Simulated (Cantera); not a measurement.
Input: 1 mol MgO, 7.7 mol C, 1.1 mol H2, equilibrated at 8.20 mbar.

Method: chemical equilibrium by Gibbs-energy minimisation in Cantera with the NASA 1993 tables (ideal gas, pure condensed phases). Candidate condensed phases: C, C6H6, C7H8, C8H18, H2O, Mg, MgCO3, MgO, Mg(OH)2; 116 gas species. Rates play no part.

Problem. What share of the Mg ends up in condensed phases as a function of T (K), at 1200, 1250, 1300, 1350, 1400, 1450, 1500, 1550, 1600?

Solution. 
```csv
T (K),Mg condensed (%),as
1200,100.0,MgO(s)
1250,99.9,MgO(s)
1300,99.8,MgO(s)
1350,99.3,MgO(s)
1400,98.2,MgO(s)
1450,95.3,MgO(s)
1500,87.4,MgO(s)
1550,60.9,MgO(s)
1600,0.0,-
```
